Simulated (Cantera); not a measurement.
An isothermal, constant-pressure homogeneous reactor starts with 4.40 % H2, 95.6 % O2, at 1400 K and 27.0 Torr.

Computed with Cantera and the H2/O2 subset of GRI-Mech 3.0, which has no nitrogen chemistry. Radical loss at walls, strong at low pressure, is not modelled. The temperature is held fixed by assumption; the heat of reaction is taken as removed at once.

x: mole fraction; the columns are a selection and need not sum to one.

```
t (s)         x H2   x O2       x H    x HO2     x H2O       x O      x OH
--------  --------  -----  --------  -------  --------  --------  --------
1.00e-5     0.0440  0.956   1.67e-8  2.66e-8   2.01e-9   1.19e-8   1.13e-8
5.16e-5     0.0440  0.956   8.85e-8  1.37e-7   1.57e-7   2.05e-7   1.76e-7
0.000266    0.0437  0.956   5.32e-5  1.05e-6  0.000204  0.000151  0.000125
0.00137        [?]  0.920       [?]      [?]    0.0388       [?]       [?]
0.00707   0.000435  0.932   0.00225  3.88e-6    0.0407    0.0205   0.00427
0.0365    0.000107  0.949  0.000259  1.95e-6    0.0435   0.00481   0.00214
0.188          [?]  0.954       [?]      [?]    0.0446       [?]       [?]
0.970      6.15e-7  0.955   1.12e-7  6.71e-8    0.0449   2.72e-5  0.000163
5.00       1.22e-7  0.955   9.93e-9  7.95e-8    0.0449   5.42e-6   7.29e-5
```

Q: Complete the blanks.

A: 
- 0.00137, x H2: 0.000637
- 0.00137, x H: 0.00416
- 0.00137, x HO2: 4.46e-6
- 0.00137, x O: 0.0311
- 0.00137, x OH: 0.00514
- 0.188, x H2: 8.13e-6
- 0.188, x H: 5.36e-6
- 0.188, x HO2: 3.29e-7
- 0.188, x O: 0.000360
- 0.188, x OH: 0.000592
